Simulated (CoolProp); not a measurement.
Properties of m-xylene along the isobar 3780 kPa.

Model: reference Helmholtz-energy equation of state, Zhou 2012, in CoolProp.

```
T (K)          phase  cp (kJ/(kg K))  viscosity (µPa s)  fugacity coefficient
-----  -------------  --------------  -----------------  --------------------
406.4         liquid           2.083                237               0.02564
424.2         liquid           2.150                210               0.04022
442           liquid           2.218                187               0.06021
459.8         liquid           2.287                167               0.08651
477.6         liquid           2.360                [?]                0.1199
495.4         liquid           2.436                133                0.1608
513.2         liquid           2.518                119                0.2095
531           liquid           2.610                106                0.2659
548.8         liquid           2.718                [?]                0.3294
566.6         liquid           2.855               81.8                   [?]
584.4         liquid           3.054               70.0                0.4734
602.2         liquid             [?]                [?]                0.5501
620    supercritical           7.089               37.1                   [?]
```

Question: Complete the blanks.

Answer: 
- 477.6, viscosity (µPa s): 149
- 548.8, viscosity (µPa s): 93.5
- 566.6, fugacity coefficient: 0.3991
- 602.2, cp (kJ/(kg K)): 3.442
- 602.2, viscosity (µPa s): 57.2
- 620, fugacity coefficient: 0.6244

Viscosity comes from a separate model (Cao 2016).
